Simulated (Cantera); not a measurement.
A perfectly stirred reactor is fed with H2 : O2 = 0.24 : 1 (molar parts), at 19.5 Torr; it is held at 1150 K, and followed from long to short residence time.

Cantera simulation using the H2/O2 subset of GRI-Mech 3.0, which has no nitrogen chemistry; the numbers are that mechanism's predictions, not measurements. Radical loss at walls, strong at low pressure, is not modelled. The temperature is held fixed by assumption; the heat of reaction is taken as removed at once.

| quantity | before | after |
|---|---|---|
| x(H2) at τ = 12.0 s | 9.10e-5 | 3.92e-5 |
| x(O2) at τ = 12.0 s | 0.785 | 0.931 |
| x(HO2) at τ = 12.0 s | 2.19e-6 | 9.49e-7 |
| x(H2O2) at τ = 12.0 s | 2.38e-7 | 8.49e-8 |
| x(H2O) at τ = 12.0 s | 0.214 | 0.0684 |
| x(H2) at τ = 57.0 ms | 0.00258 | 0.000965 |
| x(O2) at τ = 57.0 ms | 0.778 | 0.924 |
| x(HO2) at τ = 57.0 ms | 1.60e-5 | 6.77e-6 |
| x(H2O2) at τ = 57.0 ms | 8.44e-7 | 2.73e-7 |
| x(H2O) at τ = 57.0 ms | 0.208 | 0.0658 |

Problem. Name the change that produced these shifts.
(A) temperature 1150 to 1398 K
(B) H2 0.24 to 0.071 parts
(C) temperature 1150 to 1025 K
(D) temperature 1150 to 1450 K

Solution. B, H2 0.24 to 0.071 parts
